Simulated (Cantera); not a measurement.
**Equilibrium for fluorocarbon and chlorocarbon gases: CH2F2 + Si + H2**

Input: 1 mol CH2F2, a varied amount of Si, 13 mol H2, at 2750 K and 3.75 Torr.

These are equilibrium values from Cantera (NASA tables, ideal gas, pure condensed phases), not measurements of a reactor. Candidate condensed phases: C, C6H6, C7H8, C8H18, Si, SiC; 113 gas species. The tables' values for SiF, SiF2, SiF3 are old estimates; treat these amounts as uncertain. The numbers say what is thermodynamically allowed, not how fast it happens.

| n(Si) (mol) | x H | x H2 | x HF | x Si | x C2H2 (acetylene) | n C(graphite) |
|---|---|---|---|---|---|---|
| 0.011 | 0.557 | 0.331 | 0.0946 | 0.000306 | 0.00933 | 0.270 |
| 0.016 | 0.557 | 0.331 | 0.0946 | 0.000445 | 0.00932 | 0.267 |
| 0.024 | 0.557 | 0.331 | 0.0945 | 0.000667 | 0.00932 | 0.262 |
| 0.035 | 0.557 | 0.331 | 0.0943 | 0.000972 | 0.00931 | 0.256 |
| 0.051 | 0.556 | 0.331 | 0.0941 | 0.00142 | 0.00931 | 0.246 |
| 0.075 | 0.556 | 0.330 | 0.0938 | 0.00208 | 0.00929 | 0.232 |
| 0.11 | 0.555 | 0.330 | 0.0934 | 0.00305 | 0.00927 | 0.211 |
| 0.16 | 0.555 | 0.329 | 0.0928 | 0.00442 | 0.00925 | 0.182 |
| 0.24 | 0.553 | 0.327 | 0.0918 | 0.00662 | 0.00921 | 0.134 |
| 0.35 | 0.552 | 0.325 | 0.0905 | 0.00961 | 0.00915 | 0.0685 |
| 0.51 | 0.549 | 0.323 | 0.0887 | 0.0140 | 0.00884 | 0 |
x: gas mole fraction; n: condensed amount in mol.

From 0.011 mol Si to 0.35 mol Si the condensed part is C(graphite). At 0.51 mol Si nothing is condensed. The main Si-bearing gas is Si throughout.
